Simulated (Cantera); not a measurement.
Charge: 1 mol FeS, 3.3 mol H₂, 13 mol N₂, equilibrated at 1202 °C and 8.50 bar.

Equilibrium computed with Cantera from the NASA thermochemical tables; the gas is ideal and each condensed phase is pure. Candidate condensed phases: Fe, FeS, FeS₂, S; 16 gas species. Metal and sulfide melt together well below either melting point, which pure phases cannot show. Mutual solubility and eutectic melting of coexisting phases are not modelled. FeS: taken at fixed stoichiometry. Kinetics and transport are ignored.

Base state: N₂ 0.798, H₂ 0.200, H₂S 0.00284, NH₃ 4.52e-5 (mole fractions); condensed: Fe(γ) + FeS(l).

**Question.** What changes in the equilibrium state with this change: FeS replaced by PbS?

**Answer.** 
```csv
species,before,after
N₂,0.798,0.773
H₂,0.200,0.166
H₂S,0.00284,0.0303
PbS,0,0.0286
Pb,0,0.00226
S₂,1.41e-6,0.000233
SH,7.77e-6,9.10e-5
NH₃,4.52e-5,3.37e-5
"Fe(γ), mol",0.0465,0
"FeS(l), mol",0.954,0
"Pb(l), mol",0,0.481
```
Further candidate phases: Pb, PbS.
